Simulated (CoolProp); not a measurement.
Saturation properties of sulfur hexafluoride.

Values from CoolProp's reference Helmholtz-energy equation of state, Guder 2009.

| T (°C) | p (MPa) | liquid density (kg/m³) | liquid cp (kJ/(kg K)) | surface tension (mN/m) | liquid viscosity (µPa s) |
|---|---|---|---|---|---|
| -37.95 | 0.3685 | 1786 | 0.8741 | 9.78 | 345 |
| -32.45 | 0.4513 | [?] | 0.8926 | 8.96 | 317 |
| -26.95 | 0.5473 | 1727 | 0.9121 | 8.17 | 290 |
| -21.55 | 0.6556 | 1696 | 0.9326 | 7.40 | 266 |
| -16.05 | 0.7815 | [?] | 0.9553 | 6.63 | 243 |
| -10.55 | 0.9245 | 1629 | 0.9803 | 5.89 | 221 |
| -5.15 | 1.083 | 1594 | 1.008 | 5.18 | 202 |
| 0.35 | 1.264 | 1556 | 1.041 | 4.47 | 184 |
| 5.85 | 1.466 | 1515 | 1.080 | 3.79 | 167 |
| 11.25 | 1.688 | 1472 | 1.127 | 3.14 | [?] |
| 16.75 | 1.938 | 1423 | 1.188 | 2.51 | 137 |
| 22.25 | 2.214 | 1370 | 1.274 | 1.91 | 123 |
| 27.65 | 2.515 | 1309 | 1.403 | 1.36 | 109 |
| 33.15 | 2.852 | 1236 | 1.640 | 0.850 | 95.3 |

Complete the blanks.


- -32.45, liquid density (kg/m³): 1757
- -16.05, liquid density (kg/m³): 1663
- 11.25, liquid viscosity (µPa s): 151

Viscosity comes from a separate model (Quiñones-Cisneros 2012). Surface tension comes from a separate correlation (Mulero 2012).
